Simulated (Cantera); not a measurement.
Charge: 1 mol Hg, 0.13 mol O₂, 1.3 mol N₂, equilibrated at 727 °C and 640 Pa.

Cantera equilibrium calculation (NASA polynomials, part measured and part estimated; ideal gas, pure solids and liquids). Candidate condensed phases: Hg, HgO; 10 gas species. Equilibrium is a limit: real reactors are often held back by kinetics, nucleation or transport.

**Question.** What is the equilibrium state?

**Answer.** 
```json
{
  "x(N₂)": "0.535",
  "x(Hg)": "0.412",
  "x(O₂)": "0.0535",
  "x(NO)": "1.30e-5",
  "gas_amount": "2.430 mol",
  "log10 activity of Hg(l) (absent)": "-4.36"
}
```
